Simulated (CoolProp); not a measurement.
The fluid at 246.8 K and 0.144 MPa flows at 4.5 m/s in a round tube of 100 mm bore and 45 µm roughness, fully developed (64/Re and Nu = 3.66 if laminar; Colebrook and Gnielinski if turbulent). The same conditions are run with several fluids, on thermodynamics alone (safety and materials aside).

Values from CoolProp's reference Helmholtz-energy equation of state of each fluid (R407C: Lemmon 2003; C2F6 (R116): Lemmon 2006; dry air: Lemmon 2000; nitrogen: Span 2000; R125: Lemmon 2005). Blends and air are pseudo-pure fits.

| fluid | Reynolds number | Darcy friction factor | pressure drop (Pa/m) | heat-transfer coefficient (W/(m² K)) | mass flow (kg/h) |
|---|---|---|---|---|---|
| R407C | 286000 | 0.0180 | 11.6 | … | 810 |
| C2F6 (R116) | 385000 | 0.0176 | 17.8 | … | 1270 |
| dry air | 57700 | 0.0219 | 4.51 | 28.6 | 259 |
| nitrogen | 57700 | 0.0219 | … | 28.4 | 250 |
| R125 | 371000 | 0.0177 | 15.7 | … | 1120 |

What belongs in the gaps?


- R407C, heat-transfer coefficient (W/(m² K)): 55.2
- C2F6 (R116), heat-transfer coefficient (W/(m² K)): 77.2
- nitrogen, pressure drop (Pa/m): 4.36
- R125, heat-transfer coefficient (W/(m² K)): 71.0

Transport values come from each fluid's own correlations; those of C2F6 (R116) are estimates that may be off by 10 % or more.
